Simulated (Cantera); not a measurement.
Charge: 1 mol Cr, 0.95 mol N2, at 0.100 bar.

Cantera equilibrium calculation (NASA polynomials, part measured and part estimated; ideal gas, pure solids and liquids). Candidate condensed phases: Cr, CrN, Cr2N; 4 gas species. Rates play no part.

x: gas mole fraction; n: condensed amount in mol.

| T (°C) | x N2 | x Cr | x CrN | x N | n Cr(s) | n Cr(l) |
|---|---|---|---|---|---|---|
| 1325 | 1.000 | 3.72e-5 | ? | 2.02e-12 | 1.000 | 0 |
| 1375 | 1.000 | 8.90e-5 | ? | 6.03e-12 | 1.000 | 0 |
| 1425 | 1.000 | 0.000202 | ? | 1.69e-11 | 1.000 | 0 |
| 1475 | 1.000 | 0.000437 | ? | 4.46e-11 | 1.000 | 0 |
| 1525 | 0.999 | 0.000902 | ? | 1.12e-10 | 0.999 | 0 |
| 1575 | 0.998 | 0.00179 | ? | 2.66e-10 | 0.998 | 0 |
| 1625 | 0.997 | 0.00341 | ? | 6.04e-10 | 0.997 | 0 |
| 1675 | 0.994 | 0.00628 | ? | 1.32e-9 | 0.994 | 0 |
| 1725 | 0.989 | 0.0112 | ? | 2.76e-9 | 0.989 | 0 |
| 1775 | 0.981 | 0.0193 | ? | 5.56e-9 | 0.981 | 0 |
| 1825 | 0.967 | 0.0325 | ? | 1.08e-8 | 0.968 | 0 |
| 1875 | 0.947 | 0.0528 | ? | 2.03e-8 | 0 | 0.947 |

Some entries are withheld; supply them.


- 1325, x CrN: 2.46e-11
- 1375, x CrN: 7.51e-11
- 1425, x CrN: 2.14e-10
- 1475, x CrN: 5.71e-10
- 1525, x CrN: 1.44e-9
- 1575, x CrN: 3.45e-9
- 1625, x CrN: 7.86e-9
- 1675, x CrN: 1.71e-8
- 1725, x CrN: 3.58e-8
- 1775, x CrN: 7.17e-8
- 1825, x CrN: 1.38e-7
- 1875, x CrN: 2.55e-7
